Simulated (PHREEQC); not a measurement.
Solution (25 °C): 0.0022 mol/kgw HF, 0.053 mol/kgw NH4F and 0.00066 mol/kgw H2SiF6. Closed to the air; pH follows from the charge balance.

The numbers come from PHREEQC with the ion-association model, phreeqc.dat.

| quantity | before | after |
|---|---|---|
| pH | 4.32 | 4.31 |
| HF (mol/kgw) | 0.00290 | 0.000679 |
| HF2- (mol/kgw) | 0.000568 | 2.71e-5 |
| H4SiO4 (mol/kgw) | 7.80e-9 | 1.39e-5 |
| SI of Quartz (SiO2) | -4.12 | -0.88 |

**Question.** Which change was made?
A) temperature from 25 to 90 °C
B) H2SiF6 from 0.00066 to 0.0066 mol/kgw
C) H2SiF6 from 0.00066 to 0.000594 mol/kgw
D) NH4F left out
E) diluted 5-fold with water

**Answer.** E, diluted 5-fold with water

Precipitation was switched off in this run. SiF6-2 is the database's only silicon fluoride.
